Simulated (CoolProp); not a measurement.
Octamethylcyclotetrasiloxane (D4) along the isobar 9.2 bar: fugacity coefficient from the reference equation and from simpler models built on Tc = 586.5 K, pc = 13.47 bar, ω = 0.598; each cubic takes its own stable root.

The numbers come from the reference Helmholtz-energy equation of state, Thol 2015 in CoolProp.

| T (K) | phase | reference |
|---|---|---|
| 545.8 | liquid | 0.6009 |
| 551.6 | liquid | 0.6436 |
| 557.4 | liquid | 0.6870 |
| 563.3 | gas | 0.7230 |
| 569.1 | gas | 0.7349 |
| 574.9 | gas | 0.7460 |
| 580.8 | gas | 0.7565 |
| 586.6 | gas | 0.7662 |
| 592.4 | gas | 0.7754 |
| 598.3 | gas | 0.7842 |

Q: How far does each simpler model (van der Waals, Redlich-Kwong, Soave-Redlich-Kwong) lie from the reference over these 10 states: mean and median of the absolute difference, and the worst?

A: 
- van der Waals: mean 9.1 %, median 6.0 %, worst +25.9 % at 545.8 K and 9.2 bar
- Redlich-Kwong: mean 4.9 %, median 2.2 %, worst +17.6 % at 545.8 K and 9.2 bar
- Soave-Redlich-Kwong: mean 1.6 %, median 1.2 %, worst +2.9 % at 545.8 K and 9.2 bar

At some of these states van der Waals, Redlich-Kwong gives the other phase, because its saturation line lies elsewhere.
